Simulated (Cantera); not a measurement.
A closed system holds: 1 mol CH3SiCl3, 1.6 mol HCl, 49 mol H2, at 24.0 Torr.

Method: chemical equilibrium by Gibbs-energy minimisation in Cantera with the NASA 1993 tables (ideal gas, pure condensed phases). Candidate condensed phases: C, C6H6, C7H8, C8H18, Si, SiC; 109 gas species. The feed counts by its element totals alone. Gases not in the tables: Si2H6 and higher silanes. The numbers say what is thermodynamically allowed, not how fast it happens.

**Question.** What share of the Si ends up in condensed phases as a function of T (K), at 1350, 1425, 1500, 1575, 1650, 1725, 1800, 1875, 1950, 2025, 2100, 2175, 2250, 2325?

**Answer.** 
```tsv
T (K)	Si condensed (%)	as
1350	99.3	SiC(s)
1425	99.2	SiC(s)
1500	98.9	SiC(s)
1575	98.6	SiC(s)
1650	98.1	SiC(s)
1725	97.5	SiC(s)
1800	96.8	SiC(s)
1875	96.0	SiC(s)
1950	94.8	SiC(s)
2025	92.6	SiC(s)
2100	89.2	SiC(s)
2175	82.8	SiC(s)
2250	69.9	SiC(s)
2325	42.6	SiC(s)
```
